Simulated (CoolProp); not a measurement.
Vapour-liquid equilibrium of isohexane (1) + n-heptane (2) at 9.37 kPa; x and y are mole fractions of (1).

Values from CoolProp's multi-fluid Helmholtz-energy mixture model, Lemmon 2006 and Span 2003; pair parameters Bell 2016.

| x | bubble temperature (°C) | y at the bubble point | dew temperature at overall composition x (°C) | liquid density (mol/L) |
|---|---|---|---|---|
| 0.05 | 30.5 | 0.190 | 33.1 | 6.768 |
| 0.2 | 22.4 | 0.540 | 30.3 | 6.943 |
| 0.35 | ? | 0.725 | 27.2 | 7.105 |
| 0.5 | 11.7 | 0.836 | 23.5 | 7.262 |
| 0.65 | 7.8 | 0.908 | 19.1 | 7.417 |
| 0.8 | 4.5 | 0.957 | 13.4 | 7.571 |
| 0.95 | ? | ? | 5.0 | 7.726 |

Question: What belongs in the gaps?

Answer: 
- 0.35, bubble temperature (°C): 16.4
- 0.95, bubble temperature (°C): 1.7
- 0.95, y at the bubble point: 0.991

No azeotrope shows between x = 0.05 and 0.95.

Pair parameters are fitted to limited data, so mixtures are less certain than the pure fluids.
